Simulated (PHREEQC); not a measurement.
Consider water at 25 °C with 0.0065 mol/kgw CuSO4 and 0.028 mol/kgw H3BO3. Closed to the air; pH follows from the charge balance.

Model: ion-association model, wateq4f.dat, run in PHREEQC.

Each row changes one thing in this solution. This is a speciation only: nothing precipitates in the calculation.

```json
[
 {"case": "as made", "pH": "4.96", "ionic strength (mol/kgw)": "0.0193", "SO4-2 (mol/kgw)": "0.00483", "Cu+2 (mol/kgw)": "0.00482", "CuSO4 (mol/kgw)": "0.00166", "Cu2(OH)2+2 (mol/kgw)": "5.13e-6", "SI of Tenorite (CuO)": "-0.25", "SI of Cu(OH)2 (Cu(OH)2)": "-1.27"},
 {"case": "0.00085 mol/kgw CsF added", "pH": "5.08", "ionic strength (mol/kgw)": "0.0202", "SO4-2 (mol/kgw)": "0.00486", "Cu+2 (mol/kgw)": "0.00480", "CuSO4 (mol/kgw)": "0.00164", "Cu2(OH)2+2 (mol/kgw)": "8.94e-6", "SI of Tenorite (CuO)": "-0.01", "SI of Cu(OH)2 (Cu(OH)2)": "-1.03"},
 {"case": "H3BO3 from 0.028 to 0.14 mol/kgw", "pH": "[?]", "ionic strength (mol/kgw)": "0.0193", "SO4-2 (mol/kgw)": "0.00483", "Cu+2 (mol/kgw)": "0.00483", "CuSO4 (mol/kgw)": "0.00166", "Cu2(OH)2+2 (mol/kgw)": "3.85e-6", "SI of Tenorite (CuO)": "-0.37", "SI of Cu(OH)2 (Cu(OH)2)": "-1.39"},
 {"case": "CuSO4 from 0.0065 to 0.00585 mol/kgw", "pH": "4.97", "ionic strength (mol/kgw)": "0.0176", "SO4-2 (mol/kgw)": "0.00441", "Cu+2 (mol/kgw)": "0.00440", "CuSO4 (mol/kgw)": "0.00144", "Cu2(OH)2+2 (mol/kgw)": "4.70e-6", "SI of Tenorite (CuO)": "-0.25", "SI of Cu(OH)2 (Cu(OH)2)": "-1.27"},
 {"case": "CuSO4 from 0.0065 to 0.0325 mol/kgw", "pH": "[?]", "ionic strength (mol/kgw)": "0.0776", "SO4-2 (mol/kgw)": "0.0194", "Cu+2 (mol/kgw)": "0.0194", "CuSO4 (mol/kgw)": "0.0131", "Cu2(OH)2+2 (mol/kgw)": "1.83e-5", "SI of Tenorite (CuO)": "-0.31", "SI of Cu(OH)2 (Cu(OH)2)": "-1.33"},
 {"case": "H3BO3 from 0.028 to 0.0252 mol/kgw", "pH": "4.96", "ionic strength (mol/kgw)": "0.0193", "SO4-2 (mol/kgw)": "0.00483", "Cu+2 (mol/kgw)": "0.00482", "CuSO4 (mol/kgw)": "0.00166", "Cu2(OH)2+2 (mol/kgw)": "5.17e-6", "SI of Tenorite (CuO)": "-0.24", "SI of Cu(OH)2 (Cu(OH)2)": "-1.27"},
 {"case": "H3BO3 left out", "pH": "4.97", "ionic strength (mol/kgw)": "0.0193", "SO4-2 (mol/kgw)": "0.00483", "Cu+2 (mol/kgw)": "0.00482", "CuSO4 (mol/kgw)": "0.00166", "Cu2(OH)2+2 (mol/kgw)": "5.56e-6", "SI of Tenorite (CuO)": "-0.21", "SI of Cu(OH)2 (Cu(OH)2)": "-1.23"},
 {"case": "H3BO3 from 0.028 to 0.0056 mol/kgw", "pH": "4.97", "ionic strength (mol/kgw)": "0.0193", "SO4-2 (mol/kgw)": "0.00483", "Cu+2 (mol/kgw)": "0.00482", "CuSO4 (mol/kgw)": "0.00166", "Cu2(OH)2+2 (mol/kgw)": "5.47e-6", "SI of Tenorite (CuO)": "-0.22", "SI of Cu(OH)2 (Cu(OH)2)": "-1.24"},
 {"case": "temperature from 25 to 20 °C", "pH": "[?]", "ionic strength (mol/kgw)": "0.0194", "SO4-2 (mol/kgw)": "0.00486", "Cu+2 (mol/kgw)": "0.00485", "CuSO4 (mol/kgw)": "0.00164", "Cu2(OH)2+2 (mol/kgw)": "3.88e-6", "SI of Tenorite (CuO)": "-0.34", "SI of Cu(OH)2 (Cu(OH)2)": "-1.36"}
]
```

**Question.** Some entries are withheld; supply them.

**Answer.** 
- H3BO3 from 0.028 to 0.14 mol/kgw, pH: 4.89
- CuSO4 from 0.0065 to 0.0325 mol/kgw, pH: 4.69
- temperature from 25 to 20 °C, pH: 5.00

Some of these states are supersaturated (in Antlerite, Brochantite, for instance). Real BF4- forms and hydrolyses slowly; the run takes it at equilibrium.
